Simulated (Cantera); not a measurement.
What does this Cantera script print?

```python
import numpy as np
import cantera as ct

gas_names = [...]  # 109 gases of nasa_gas.yaml made of C, Cl, H, Si
cond_names = """
    C(gr) C6H6(L) C7H8(L) C8H18(L),n-octa Si(cr) Si(L) SiC(b)
""".split()


# ... load() reads the species with a 1 bar reference pressure and builds the phases ...
atoms = {
    '(CH3)2SiCl2': {'C': 2, 'H': 6, 'Si': 1, 'CL': 2},
    'HCl': {'H': 1, 'CL': 1},
    'H2': {'H': 2},
    'C2H2': {'C': 2, 'H': 2},
}
top_T = {'C(gr)': 4500, 'SiC(b)': 3050}  # K; cautious upper limits of use, not melting points


# ... equilibrate(T, P, feed) seeds the gas with the atoms and calls Mixture.equilibrate('TP', solver="vcs", rtol=1e-11, max_steps=5000) ...
results = []
feed = {'(CH3)2SiCl2': 1, 'HCl': 0.11, 'H2': 1.5, 'C2H2': 0.012}  # mol
P = 1200  # Pa
for T in [1275, 1375, 1475, 1575, 1675, 1775, 1875, 1975, 2075, 2175, 2275, 2375, 2475, 2575]:
    mix = equilibrate(T, P, feed)
    results.append((T, P, feed, dict(zip(mix.species_names, mix.species_moles))))

top = {s: max(r[3][s] / sum(r[3][g] for g in gas_names) for r in results) for s in gas_names}
cols = sorted((s for s in top if top[s] > 0.001), key=lambda s: -top[s])[:5]
seen = [c for c in cond_names if any(r[3].get(c, 0) > 1e-12 for r in results)]
print("log10 of partial pressures in bar; condensed amounts in mol")
print(f"{'T/K':>10s}" + "".join(f"{s[:9]:>10s}" for s in cols + seen))
for T, P, feed, n in results:
    ng = sum(n[g] for g in gas_names)
    print(f"{T:10.4g}" + "".join(f"{np.log10(max(n[s] / ng * P / 1e5, 1e-99)):10.3f}" for s in cols)
          + "".join(f"{n.get(c, 0):10.4g}" for c in seen))
```

Output:

```
log10 of partial pressures in bar; condensed amounts in mol
       T/K        H2       HCL         H        Si        CL     C(gr)    SiC(b)
      1275    -2.116    -2.370    -7.190   -13.301    -7.516      1.06     0.964
      1375    -2.120    -2.360    -6.525   -11.755    -6.847     1.049    0.9744
      1475    -2.121    -2.360    -5.947   -10.421    -6.278     1.054    0.9699
      1575    -2.120    -2.365    -5.441    -9.257    -5.786     1.065    0.9587
      1675    -2.118    -2.372    -4.994    -8.234    -5.355      1.08    0.9433
      1775    -2.117    -2.381    -4.597    -7.327    -4.975     1.098    0.9247
      1875    -2.116    -2.392    -4.241    -6.518    -4.638     1.118    0.9035
      1975    -2.116    -2.407    -3.922    -5.792    -4.339     1.139    0.8799
      2075    -2.119    -2.425    -3.634    -5.137    -4.072     1.162    0.8527
      2175    -2.126    -2.450    -3.374    -4.543    -3.835      1.19    0.8146
      2275    -2.142    -2.484    -3.142    -4.001    -3.626      1.24      0.74
      2375    -2.174    -2.538    -2.938    -3.506    -3.447     1.361    0.5444
      2475    -2.240    -2.624    -2.768    -3.076    -3.302     1.659         0
      2575    -2.306    -2.653    -2.613    -3.038    -3.115     1.522         0
```

Equilibrium computed with Cantera from the NASA thermochemical tables; the gas is ideal and each condensed phase is pure. The feed counts by its element totals alone. The tables' values for SiCl, SiCl3 are old estimates; treat these amounts as uncertain. Gases not in the tables: Si2H6 and higher silanes.
